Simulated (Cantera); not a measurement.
Feed: 1 mol BN, 1.4 mol H2O, at 0.165 Torr.

Equilibrium computed with Cantera from the NASA thermochemical tables; the gas is ideal and each condensed phase is pure. Candidate condensed phases: B, BN, B2O3, B3O3H3, H2O; 39 gas species. Equilibrium is a limit: real reactors are often held back by kinetics, nucleation or transport.

Question: At 1350 °C, list the 6 most abundant gas species with their mole fractions, and the condensed phases.

Answer: H2 0.537, N2 0.207, B2O3 0.135, HBO 0.0519, HBO2 0.0306, B2O2 0.0275. Condensed: gas only.
